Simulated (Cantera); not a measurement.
An isothermal, constant-pressure homogeneous reactor starts with NH3 : N2 = 1 : 11 (molar parts), at 1850 K and 0.118 atm.

Model: the gas-phase N/H chemistry of the illustrative SiF4/NH3 mechanism in the Surface Chemkin manual (1991), integrated in Cantera. Walls and surfaces, which speed up NH3 decomposition in real reactors, are not modelled.

x: mole fraction; the columns are a selection and need not sum to one.

```
t (s)      x NH3   x N2      x H2         x H     x NH2
--------  ------  -----  --------  ----------  --------
6.00e-6   0.0833  0.917   3.99e-8  (withheld)   1.48e-7
1.73e-5   0.0833  0.917   2.11e-7     1.02e-7   5.23e-7
5.00e-5   0.0833  0.917   7.94e-7     1.08e-7   1.70e-6
0.000144  0.0833  0.917   2.49e-6     1.08e-7   5.09e-6
0.000416  0.0833  0.917   7.43e-6     1.09e-7   1.49e-5
0.00120   0.0833  0.917   2.25e-5  (withheld)   4.28e-5
0.00346   0.0832  0.917   8.97e-5  (withheld)  0.000118
0.01000   0.0827  0.916  0.000608  (withheld)  0.000221
0.0288    0.0812  0.916   0.00278  (withheld)  0.000215
0.0832    0.0768  0.914   0.00890  (withheld)  0.000183
0.240     0.0656  0.910    0.0244  (withheld)  0.000145
0.693     0.0432  0.901    0.0555  (withheld)   9.89e-5
2.00      0.0155  0.891    0.0938  (withheld)   4.55e-5
```

What belongs in the gaps?


- 6.00e-6, x H: 6.83e-8
- 0.00120, x H: 1.23e-7
- 0.00346, x H: 2.59e-7
- 0.01000, x H: 1.09e-6
- 0.0288, x H: 3.22e-6
- 0.0832, x H: 8.25e-6
- 0.240, x H: 2.01e-5
- 0.693, x H: 4.68e-5
- 2.00, x H: 0.000101
